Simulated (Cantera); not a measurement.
Charge: 1 mol Si3H8, a varied amount of Cl2, 6.6 mol H2, equilibrated at 1525 K and 1.33 mbar.

These are equilibrium values from Cantera (NASA tables, ideal gas, pure condensed phases), not measurements of a reactor. Candidate condensed phases: Si; 19 gas species. The feed counts by its element totals alone. Equilibrium is a limit: real reactors are often held back by kinetics, nucleation or transport.

Question: At 0.13 mol Cl2, list the 6 most abundant gas species with their mole fractions, and the condensed phases.

Answer: H2 0.977, HCl 0.0212, SiCl2 0.00150, H 0.000640, Si 1.42e-5, Cl 1.11e-5. Condensed: Si(s).
